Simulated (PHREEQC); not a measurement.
0.17 g of hydrous ferric oxide (600 m²/g; 0.2 weak and 0.005 strong sites per Fe, Dzombak-Morel constants, diffuse double layer) in 1 kg of water with 0.3 mol/kgw of an inert sodium salt and 0.009 mmol/kgw Na2SO4, at 25 °C; the pH is set by adding NaOH or the inert anion's acid. O2 is buffered at 0.21 atm. CO2 from the air is kept out. Precipitation was switched off in this run.

Base run: PHREEQC, ion-association model, wateq4f.dat. Each further column changes one thing. The table gives S sorbed (%).

| pH | base | background salt from 0.3 to 0.03 mol/kgw | oxide from 0.17 to 0.85 g/kgw | 6.2e-05 mol/kgw NaH2PO4 added |
|---|---|---|---|---|
| 3 | 76.1 | 99.8 | 94.7 | 56.4 |
| 3.75 | 75.1 | 99.7 | 94.4 | 51.0 |
| 4.5 | 68.2 | 99.2 | 92.2 | 38.0 |
| 5.25 | 46.6 | 95.5 | 82.3 | 19.0 |
| 6 | 16.5 | 70.7 | 50.0 | 4.5 |
| 6.75 | 2.7 | 17.1 | 12.2 | 0.5 |
| 7.5 | 0.3 | 1.1 | 1.3 | 0.0 |
| 8.25 | 0.0 | 0.1 | 0.1 | 0.0 |
| 9 | 0.0 | 0.0 | 0.0 | 0.0 |

The oxide is taken as insoluble; below pH 4 it would dissolve. H3PO4, which wateq4f.dat lacks, is added to it with the constant of phreeqc.dat.
